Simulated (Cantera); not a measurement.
An isothermal, constant-pressure homogeneous reactor starts with CH4 : H2O = 1 : 0.75 (molar parts), at 1548 K and 7.30 bar. Integrator tolerance rtol = 1e-08.

Model: GRI-Mech 3.0 (53 species, 325 reactions), integrated in Cantera. GRI-Mech 3.0 stops at C3 and has no aromatics, soot or wall deposition, so with more carbon than oxygen in the feed, carbon stays in small species such as C2H2 where larger ones or solid carbon would form.

**Question.** What does this change do: pressure from 7.30 bar to 5.00 bar?

**Answer.** 
```csv
quantity,before,after
x(CH4) at 20.0 s,0.134 (gas-phase equilibrium 0.0725),0.120 (gas-phase equilibrium 0.0695)
x(H2O) at 20.0 s,0.0614 (gas-phase equilibrium 0.000140),0.0584 (gas-phase equilibrium 6.90e-5)
x(CO) at 20.0 s,0.184 (gas-phase equilibrium 0.230),0.184 (gas-phase equilibrium 0.229)
x(OH) at 20.0 s,3.02e-8 (gas-phase equilibrium 6.42e-11),3.44e-8 (gas-phase equilibrium 3.82e-11)
x(H) at 20.0 s,8.91e-6 (gas-phase equilibrium 9.57e-6),1.09e-5 (gas-phase equilibrium 1.16e-5)
```

**Question.** What does this change do: pressure from 7.30 bar to 0.370 bar?

**Answer.** 
```tsv
quantity	before	after
x(CH4) at 20.0 s	0.134 (gas-phase equilibrium 0.0725)	0.0311 (gas-phase equilibrium 0.0192)
x(H2O) at 20.0 s	0.0614 (gas-phase equilibrium 0.000140)	0.0734 (gas-phase equilibrium 1.53e-6)
x(CO) at 20.0 s	0.184 (gas-phase equilibrium 0.230)	0.153 (gas-phase equilibrium 0.219)
x(OH) at 20.0 s	3.02e-8 (gas-phase equilibrium 6.42e-11)	1.51e-7 (gas-phase equilibrium 3.04e-12)
x(H) at 20.0 s	8.91e-6 (gas-phase equilibrium 9.57e-6)	4.15e-5 (gas-phase equilibrium 4.37e-5)
```
